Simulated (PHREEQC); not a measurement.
Synthetic water in mg/L, 5 °C, pH 6.97, pe 12.5: Na 1.74; K 0.0148; Ca 0.396; Mg 0.34; Cl 1.58; S(6) as SO4 1.23; Alkalinity as HCO3 3.04; Br 0.261; Si as SiO2 0.00423; Ni 0.0107.

Na is adjusted to close the charge balance.
Valence states are taken as typed.

Model: ion-association model, wateq4f.dat, run in PHREEQC.

```
Quantity                  Result
--------------  ----------------
ionic strength  0.000160 mol/kgw
```

```csv
species,molality,activity,log γ
Na+,7.48e-5,7.37e-5,-0.006
HCO3-,4.98e-5,4.91e-5,-0.006
Cl-,4.46e-5,4.39e-5,-0.006
CO2,1.73e-5,1.73e-5,0.000
Mg+2,1.40e-5,1.32e-5,-0.024
SO4-2,1.28e-5,1.21e-5,-0.025
Ca+2,9.86e-6,9.32e-6,-0.024
```

Precipitation was switched off in this run. Species that the database lacks are ignored. In wateq4f.dat the enthalpy of Ni(OH)2 has the wrong sign, so its saturation index can't be trusted away from 25 °C. At this temperature some constants are extrapolated from 25 °C, and those without enthalpy data are left unchanged.
